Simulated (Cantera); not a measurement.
An isothermal, constant-pressure homogeneous reactor starts with H2 : O2 = 0.093 : 1 (molar parts), equivalence ratio 0.046, at 900 K and 0.00543 atm.

Detailed kinetics in Cantera: the H2/O2 subset of GRI-Mech 3.0, which has no nitrogen chemistry. Radical loss at walls, strong at low pressure, is not modelled. Below about 950 K walls govern HO2 and H2O2 in real vessels. The temperature is held fixed by assumption; the heat of reaction is taken as removed at once.

x: mole fraction; the columns are a selection and need not sum to one.

| t (s) | x H2 | x O2 | x OH | x HO2 | x H | x O | x H2O2 |
|---|---|---|---|---|---|---|---|
| 0.000300 | 0.0851 | 0.915 | <1e-12 | 4.47e-12 | 4.01e-12 | <1e-12 | <1e-12 |
| 0.000705 | 0.0851 | 0.915 | 2.01e-12 | 1.06e-11 | 9.70e-12 | 3.89e-12 | <1e-12 |
| 0.00166 | 0.0851 | 0.915 | 8.38e-12 | 2.51e-11 | 3.19e-11 | 2.14e-11 | <1e-12 |
| 0.00389 | 0.0851 | 0.915 | 7.89e-11 | 6.45e-11 | 2.72e-10 | 2.26e-10 | <1e-12 |
| 0.00915 | 0.0851 | 0.915 | ? | 9.50e-10 | ? | ? | <1e-12 |
| 0.0215 | 0.0809 | 0.913 | 0.000430 | 3.14e-6 | 0.00170 | 0.00130 | 9.25e-9 |
| 0.0505 | ? | 0.891 | ? | ? | ? | ? | 6.68e-8 |
| 0.119 | 0.000548 | 0.907 | 0.000578 | 4.46e-6 | 0.00134 | 0.00341 | 6.60e-8 |
| 0.279 | 8.62e-5 | 0.910 | 0.000187 | 2.21e-6 | 6.86e-5 | 0.000541 | 5.25e-8 |
| 0.656 | 1.40e-5 | 0.911 | 7.18e-5 | 7.95e-7 | 4.16e-6 | 8.55e-5 | 3.55e-8 |
| 1.54 | 2.37e-6 | 0.911 | 3.12e-5 | 2.34e-7 | 3.33e-7 | 1.58e-5 | 1.98e-8 |
| 3.62 | 4.25e-7 | 0.911 | 1.49e-5 | 6.63e-8 | 3.60e-8 | 3.57e-6 | 1.02e-8 |
| 8.51 | 8.83e-8 | 0.911 | 7.84e-6 | 2.03e-8 | 5.15e-9 | 9.76e-7 | 5.27e-9 |
| 20.0 | 2.30e-8 | 0.911 | 4.41e-6 | 6.84e-9 | 9.21e-10 | 3.10e-7 | 2.78e-9 |

Q: Complete the blanks.

A: 
- 0.00915, x OH: 8.98e-9
- 0.00915, x H: 3.06e-8
- 0.00915, x O: 2.61e-8
- 0.0505, x H2: 0.00259
- 0.0505, x OH: 0.00154
- 0.0505, x HO2: 5.62e-6
- 0.0505, x H: 0.0146
- 0.0505, x O: 0.0136
